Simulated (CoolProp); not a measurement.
A Linde-Hampson liquefier for CF4 (R14): isothermal reversible compression at 250 K from 1 atm to 40 MPa, throttling to 1 atm, return gas leaving the recuperator 10 K below the feed. Each further row changes one setting.

Values from CoolProp's reference Helmholtz-energy equation of state, Platzer 1990. This equation is an older, rougher fit; its heat capacities, sound speeds and derivatives of the liquid may be far off and weren't checked against measurements.

| case | liquid yield per pass | compression work (kJ/kg of gas) |
|---|---|---|
| as stated | 0.408 | 116 |
| warm-end temperature 280 K | 0.321 | 140 |
| warm-end gap 15 K | 0.399 | 116 |
